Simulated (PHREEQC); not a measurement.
PHREEQC input (ion-association model, wateq4f.dat):

```
SOLUTION_MASTER_SPECIES
  An  An-  0  An  62.0  # stands for a non-complexing anion
SOLUTION_SPECIES
  An- = An-
    -log_k 0
    -gamma 3.0 0
PHASES
  Fix_H+
    H+ = H+
    -log_k 0
SOLUTION 1
  temp 25
  units mmol/kgw
  pH 7 charge
  Cl 0.0136
  Sr 0.0068
  F 0.085
  Na 10.085
  An 10
END
SELECTED_OUTPUT 1
  -reset false
  -pH true
  -pe true
  -ionic_strength true
  -water true
  -totals Cl F Na Sr
  -molalities Hfo_wOH Hfo_wOH2+ Hfo_wO- Hfo_sOH Hfo_sOH2+ Hfo_sO- Hfo_sOHSr+2 Hfo_wOSr+ Hfo_wOSrOH Hfo_wF
    Hfo_wOHF-
  -saturation_indices SrF2 Halite
USER_PUNCH 1
  -headings sigma psi
  10 PUNCH EDL("sigma", "Hfo"), EDL("psi", "Hfo")
PRINT
  -reset false
USE solution 1
SURFACE 1
  Hfo_wOH 0.000696629 600 0.31
  Hfo_sOH 1.74157e-05
EQUILIBRIUM_PHASES 1
  Fix_H+ -4 HAn 10
    -force_equality true
  O2(g) -0.68 10
END
# ... the last block is repeated for the other 12 points of pH, with NaOH or the acid as the point needs
```

Selected output (columns that matter, 13 of 13 rows; pH added in front):

```
pH	mu	F	Na	Sr	m_Hfo_wOH	m_Hfo_wOH2+	m_Hfo_wO-	m_Hfo_sOH	m_Hfo_sOH2+	m_Hfo_sO-	m_Hfo_sOHSr+2	si_Halite	sigma	psi
4	0.010401	5.1531e-06	0.010085	6.8e-06	0.00021422	0.00039993	2.6287e-06	6.0488e-06	1.1293e-05	7.4225e-08	2.5751e-12	-8.5363	0.19315	0.17858
4.5	0.010277	7.8479e-06	0.010085	6.8e-06	0.00029575	0.00031741	6.313e-06	8.3147e-06	8.9235e-06	1.7748e-07	1.1722e-11	-8.5358	0.14229	0.16323
5	0.010213	1.3514e-05	0.010085	6.7999e-06	0.00036472	0.00024814	1.2281e-05	1.0161e-05	6.9129e-06	3.4212e-07	5.7626e-11	-8.5355	0.10001	0.14536
5.5	0.010174	2.3706e-05	0.010085	6.7997e-06	0.00042036	0.00019412	2.0853e-05	1.1523e-05	5.3211e-06	5.7162e-07	3.0125e-10	-8.5354	0.067858	0.12574
6	0.010149	3.8862e-05	0.010085	6.7983e-06	0.00046493	0.00015325	3.2314e-05	1.2446e-05	4.1025e-06	8.6506e-07	1.6582e-09	-8.5353	0.044684	0.10482
6.5	0.010133	5.6191e-05	0.010085	6.7902e-06	0.00049831	0.00012341	4.6096e-05	1.2988e-05	3.2165e-06	1.2014e-06	9.759e-09	-8.5352	0.02828	0.082591
7	0.010121	7.0564e-05	0.010085	6.7358e-06	0.00051913	0.0001033	5.9766e-05	1.3204e-05	2.6275e-06	1.5202e-06	6.3552e-08	-8.5352	0.016588	0.058634
7.5	0.010112	7.9031e-05	0.010085	6.3581e-06	0.00052925	9.0511e-05	7.0895e-05	1.3011e-05	2.2251e-06	1.7429e-06	4.3669e-07	-8.5352	0.0080938	0.032947
8	0.0101	8.2781e-05	0.010086	4.5561e-06	0.00053302	8.0884e-05	8.047e-05	1.1672e-05	1.7712e-06	1.7621e-06	2.2105e-06	-8.5351	0.0014819	0.0064412
8.5	0.010107	8.4206e-05	0.010107	1.625e-06	0.00053326	7.2063e-05	9.0401e-05	9.4636e-06	1.2789e-06	1.6043e-06	5.0689e-06	-8.5342	-0.0047469	-0.020159
9	0.010121	8.4722e-05	0.010133	2.8312e-07	0.00053138	6.4473e-05	0.00010033	8.445e-06	1.0246e-06	1.5945e-06	6.3515e-06	-8.5332	-0.012355	-0.046968
9.5	0.010156	8.4901e-05	0.010178	3.896e-08	0.00052694	5.6198e-05	0.00011319	8.2128e-06	8.7588e-07	1.7642e-06	6.5628e-06	-8.5313	-0.023164	-0.073232
10	0.010247	8.4964e-05	0.010285	5.7299e-09	0.00051704	4.5908e-05	0.0001334	8.063e-06	7.1591e-07	2.0803e-06	6.5564e-06	-8.5272	-0.039191	-0.098102
```

Species that the database lacks are ignored.
